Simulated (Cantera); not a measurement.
A perfectly stirred reactor is fed with CH₄ : CO : O₂ : N₂ = 1 : 0.054 : 3.32 : 12.5 (molar parts), equivalence ratio 0.61, at 3750 Torr; it is adiabatic with a 450 K inlet, and is followed from long to short residence time, starting on the burning branch (τ in s: 0.044, 0.023, 0.012, 0.0066, 0.0035, 0.0018, 0.00098, 0.00052, 0.00028, 0.00015, 7.8e-05).

Cantera simulation using GRI-Mech 3.0 (53 species, 325 reactions); the numbers are that mechanism's predictions, not measurements.

x: mole fraction; the columns are a selection and need not sum to one.

| τ (s) | T (K) | x CH₄ | x CO | x O₂ | x C₂H₂ | x CO₂ | x H₂O₂ | x OH |
|---|---|---|---|---|---|---|---|---|
| 0.044 | 1805 | 1.08e-5 | 0.000199 | 0.0767 | 3.63e-9 | 0.0623 | 1.20e-7 | ? |
| 0.023 | 1803 | 1.72e-5 | 0.000314 | 0.0767 | 7.13e-9 | 0.0622 | 1.51e-7 | ? |
| 0.012 | 1801 | 2.70e-5 | 0.000497 | 0.0768 | 1.28e-8 | 0.0620 | 1.95e-7 | ? |
| 0.0066 | 1797 | 4.06e-5 | 0.000756 | 0.0769 | 2.06e-8 | 0.0617 | 2.49e-7 | ? |
| 0.0035 | 1792 | 6.26e-5 | 0.00118 | 0.0771 | 3.24e-8 | 0.0612 | 3.25e-7 | ? |
| 0.0018 | 1784 | 9.90e-5 | 0.00189 | 0.0775 | 5.01e-8 | 0.0604 | 4.29e-7 | ? |
| 0.00098 | 1773 | 0.000153 | 0.00292 | 0.0781 | 7.37e-8 | 0.0593 | 5.52e-7 | ? |
| 0.00052 | 1755 | 0.000248 | 0.00464 | 0.0791 | 1.12e-7 | 0.0574 | 7.20e-7 | 0.00172 |
| 0.00028 | 1726 | 0.000428 | 0.00748 | 0.0809 | 1.88e-7 | 0.0542 | 9.47e-7 | 0.00180 |
| 0.00015 | 1659 | 0.00102 | 0.0141 | 0.0857 | 5.60e-7 | 0.0466 | 1.41e-6 | ? |
| 7.8e-5 | 450 | 0.0593 | 0.00320 | 0.197 | <1e-12 | <1e-12 | <1e-12 | <1e-12 |

Question: Complete the blanks.

Answer: 
- 0.044, x OH: 0.000604
- 0.023, x OH: 0.000701
- 0.012, x OH: 0.000825
- 0.0066, x OH: 0.000965
- 0.0035, x OH: 0.00114
- 0.0018, x OH: 0.00134
- 0.00098, x OH: 0.00154
- 0.00015, x OH: 0.00142
